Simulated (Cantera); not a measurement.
## Adiabatic ignition

An adiabatic, constant-volume homogeneous reactor starts with 12.3 % CO, 3.19 % H2, 10.6 % O2, 74.0 % N2, at 1725 K and 1.00 bar.

Detailed kinetics in Cantera: GRI-Mech 3.0 (53 species, 325 reactions).

```csv
t (s),T (K),P (bar),x CO,x H2,x O2,x NO2,x H2O
6.00e-6,1725,1.00,0.122,0.0318,0.106,<1e-12,1.65e-5
1.23e-5,1726,1.00,0.122,0.0304,0.105,<1e-12,0.000928
2.54e-5,1780,1.03,0.104,0.00285,0.0732,6.63e-10,0.0198
5.22e-5,1934,1.11,0.0733,0.00351,0.0556,5.84e-9,0.0156
0.000107,2136,1.21,0.0634,0.00352,0.0517,2.29e-8,0.0178
0.000221,2357,1.32,0.0558,0.00289,0.0502,8.54e-8,0.0217
0.000455,2558,1.42,0.0452,0.00211,0.0468,3.92e-7,0.0250
0.000935,2673,1.47,0.0372,0.00163,0.0431,1.29e-6,0.0269
0.00192,2686,1.47,0.0356,0.00155,0.0409,2.72e-6,0.0273
0.00396,2680,1.47,0.0354,0.00155,0.0391,4.16e-6,0.0274
0.00814,2677,1.47,0.0354,0.00155,0.0382,4.90e-6,0.0275
0.0168,2676,1.47,0.0353,0.00155,0.0380,5.01e-6,0.0275
0.0345,2676,1.47,0.0353,0.00155,0.0380,5.01e-6,0.0275
0.0709,2676,1.47,0.0353,0.00155,0.0380,5.01e-6,0.0275
0.146,2676,1.47,0.0353,0.00155,0.0380,5.01e-6,0.0275
0.300,2676,1.47,0.0353,0.00155,0.0380,5.01e-6,0.0275
```
x: mole fraction; the columns are a selection and need not sum to one.

```
Item                                                                 Value
---------------------------------  ---------------------------------------
time of steepest temperature rise                                  21.3 µs
temperature at 0.300 s                                              2676 K
equilibrium temperature                                             2676 K
x(CO) at 0.300 s                     0.0353 (gas-phase equilibrium 0.0353)
x(H2) at 0.300 s                   0.00155 (gas-phase equilibrium 0.00155)
x(O2) at 0.300 s                     0.0380 (gas-phase equilibrium 0.0380)
```
